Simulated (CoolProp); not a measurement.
Aqueous ethanol as a coolant, 12 % by mass, freezing at -5.5 °C, 1 atm.

Model: Melinder's fits for secondary coolants, in CoolProp.

```json
[
 {"T (°C)": "-1.7", "viscosity (mPa s)": "4.03", "cp (kJ/(kg K))": "4.421", "conductivity (W/(m K))": "0.489", "Prandtl number": "36.4"},
 {"T (°C)": "2.9", "viscosity (mPa s)": "3.21", "cp (kJ/(kg K))": "4.399", "conductivity (W/(m K))": "0.495", "Prandtl number": "28.5"},
 {"T (°C)": "7.4", "viscosity (mPa s)": "2.63", "cp (kJ/(kg K))": "4.377", "conductivity (W/(m K))": "0.500", "Prandtl number": "23.0"},
 {"T (°C)": "12", "viscosity (mPa s)": "2.19", "cp (kJ/(kg K))": "4.355", "conductivity (W/(m K))": "0.506", "Prandtl number": "?"},
 {"T (°C)": "16.5", "viscosity (mPa s)": "1.86", "cp (kJ/(kg K))": "4.335", "conductivity (W/(m K))": "?", "Prandtl number": "15.8"},
 {"T (°C)": "21.1", "viscosity (mPa s)": "1.60", "cp (kJ/(kg K))": "4.316", "conductivity (W/(m K))": "0.517", "Prandtl number": "?"},
 {"T (°C)": "25.6", "viscosity (mPa s)": "?", "cp (kJ/(kg K))": "4.301", "conductivity (W/(m K))": "0.522", "Prandtl number": "11.5"},
 {"T (°C)": "30.2", "viscosity (mPa s)": "1.23", "cp (kJ/(kg K))": "4.290", "conductivity (W/(m K))": "0.527", "Prandtl number": "9.97"},
 {"T (°C)": "34.7", "viscosity (mPa s)": "1.09", "cp (kJ/(kg K))": "4.285", "conductivity (W/(m K))": "0.533", "Prandtl number": "8.74"},
 {"T (°C)": "39.3", "viscosity (mPa s)": "0.965", "cp (kJ/(kg K))": "4.286", "conductivity (W/(m K))": "0.538", "Prandtl number": "7.69"}
]
```

Problem. Fill in the missing entries.

Solution. 
- 12, Prandtl number: 18.8
- 16.5, conductivity (W/(m K)): 0.511
- 21.1, Prandtl number: 13.3
- 25.6, viscosity (mPa s): 1.39
